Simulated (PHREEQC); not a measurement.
## Acid rinse or clean: speciation

A solution holds 0.068 mol H2SO4 and 0.0031 mol ZnSO4 per kg of water, at 85 °C. Closed to the air; pH follows from the charge balance.

The numbers come from PHREEQC with the ion-association model, phreeqc.dat.

This is a speciation only: nothing precipitates in the calculation.

Predict the pH, ionic strength, specific conductance.

pH 1.24; ionic strength 0.0837 mol/kgw; specific conductance 63900 µS/cm.

In which forms is Zn present?

Zn+2 81 %, ZnSO4 18 %, Zn(SO4)2-2 0.6 % of the Zn.

Away from 25 °C the constants follow the database's enthalpies or fits; those with neither stay at their 25 °C values.
